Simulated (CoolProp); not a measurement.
Dimethyl ether at 331.99 K and 2.2 MPa is throttled through a valve to 0.513 MPa with no heat exchange. Each further row changes one setting.

Values from CoolProp's reference Helmholtz-energy equation of state, Wu 2011.

```json
[
 {"case": "as stated", "temperature change (K)": "-38.6", "final phase": "[?]", "final density (kg/m³)": "[?]"},
 {"case": "outlet pressure 0.154 MPa", "temperature change (K)": "[?]", "final phase": "[?]", "final density (kg/m³)": "8.71"},
 {"case": "outlet pressure 0.667 MPa", "temperature change (K)": "-29.5", "final phase": "two-phase, vapour fraction 0.192", "final density (kg/m³)": "[?]"}
]
```

### Question
What belongs in the gaps?

### Answer

- as stated, final phase: two-phase, vapour fraction 0.240
- as stated, final density (kg/m³): 43.1
- outlet pressure 0.154 MPa, temperature change (K): -73.6
- outlet pressure 0.154 MPa, final phase: two-phase, vapour fraction 0.396
- outlet pressure 0.667 MPa, final density (kg/m³): 67.0
